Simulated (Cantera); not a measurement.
Feed: 1 mol Ta2O5, 3.1 mol H2, 3.9 mol H2O, at 1498.15 K and 0.0100 bar.

Equilibrium computed with Cantera from the NASA thermochemical tables; the gas is ideal and each condensed phase is pure. Candidate condensed phases: H2O, Ta, Ta2O5; 12 gas species. Kinetics and transport are ignored.

Base state: H2O 0.557, H2 0.443, H 0.000115 (mole fractions); condensed: Ta2O5(s).

Task: What changes in the equilibrium state with this change: Ta2O5 replaced by CuO?

Result: 
```
species          before     after
-------------  --------  --------
H2O               0.557     0.699
H2                0.443     0.300
Cu                    0  0.000797
H              0.000115   9.42e-5
Ta2O5(s), mol      1.00         0
Cu(l), mol            0     0.994
```
Further candidate phases: Cu, CuO, Cu(OH)2, Cu2O.
